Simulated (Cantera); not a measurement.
Feed: 1 mol C3H8, 0.34 mol H2O, 5.6 mol H2, held at 1 atm.

Cantera equilibrium calculation (NASA polynomials, part measured and part estimated; ideal gas, pure solids and liquids). Candidate condensed phases: C, C6H6, C7H8, C8H18, H2O; 110 gas species. Kinetics and transport are ignored. All values below are at 2150 K.

Base state: H2 0.961, CO 0.0330, H 0.00411, C2H2 (acetylene) 0.00186, CH4 0.000275, CH3 2.27e-5 (mole fractions); condensed: C(graphite).

Task: What changes in the equilibrium state with this change: pressure from 1 atm to 6.30 mbar?

Result: 
```json
[
 {"species": "H2", "before": "0.961", "after": "0.915"},
 {"species": "H", "before": "0.00411", "after": "0.0508"},
 {"species": "CO", "before": "0.0330", "after": "0.0322"},
 {"species": "CH4", "before": "0.000275", "after": "1.55e-6"},
 {"species": "CH3", "before": "2.27e-5", "after": "1.66e-6"},
 {"species": "C2H2 (acetylene)", "before": "0.00186", "after": "0.00177"},
 {"species": "C(graphite), mol", "before": "2.62", "after": "2.62"}
]
```

Task: What changes in the equilibrium state with this change: pressure from 1 atm to 77.0 bar?

Result: 
| species | before | after |
|---|---|---|
| H2 | 0.961 | 0.943 |
| CO | 0.0330 | 0.0336 |
| CH4 | 0.000275 | 0.0201 |
| H | 0.00411 | 0.000467 |
| H2O | 2.17e-6 | 0.000164 |
| C2H4 | 5.60e-6 | 0.000410 |
| CH3 | 2.27e-5 | 0.000192 |
| C2H2 (acetylene) | 0.00186 | 0.00183 |
| C(graphite), mol | 2.62 | 2.41 |
The ideal-gas law is rough above about 30 bar.
